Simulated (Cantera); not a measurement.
A closed system holds: 1 mol SiHCl3, 6 mol N2, 1.4 mol H2, equilibrated at 1752 °C and 10.0 mbar.

These are equilibrium values from Cantera (NASA tables, ideal gas, pure condensed phases), not measurements of a reactor. Candidate condensed phases: NH4Cl, Si, Si3N4; 28 gas species. The tables' values for SiCl, SiCl3, SiN are old estimates; treat these amounts as uncertain. Equilibrium is a limit: real reactors are often held back by kinetics, nucleation or transport.

Base state: N2 0.632, H2 0.142, HCl 0.109, SiCl2 0.0993, H 0.00725, Cl 0.00415, Si 0.00295, SiCl 0.00226 (mole fractions); condensed: gas only.

Task: What changes in the equilibrium state with this change: 0.88 mol HCl added?

Result: 
```csv
species,before,after
N2,0.632,0.579
HCl,0.109,0.177
H2,0.142,0.134
SiCl2,0.0993,0.0932
Si2N,3.75e-5,4.09e-6
Si2,1.65e-5,1.88e-6
```
